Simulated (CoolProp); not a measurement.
The numbers come from the reference Helmholtz-energy equation of state, Platzer 1990 in CoolProp. This equation is an older, rougher fit; its heat capacities, sound speeds and derivatives of the liquid may be far off and weren't checked against measurements.

Q: Give the vapour pressure (bar), enthalpy of vaporisation (kJ/kg), liquid viscosity (µPa s) of saturated c-C4F8 (RC318) at 283.5, 292.4 K.

A: 
```
T (K)  p (bar)  enthalpy of vaporisation (kJ/kg)  liquid viscosity (µPa s)
-----  -------  --------------------------------  ------------------------
283.5     1.90                               110                       451
292.4     2.59                               107                       395
```

Viscosity comes from a separate model (Huber 2003), an estimate that may be off by 10 % or more.
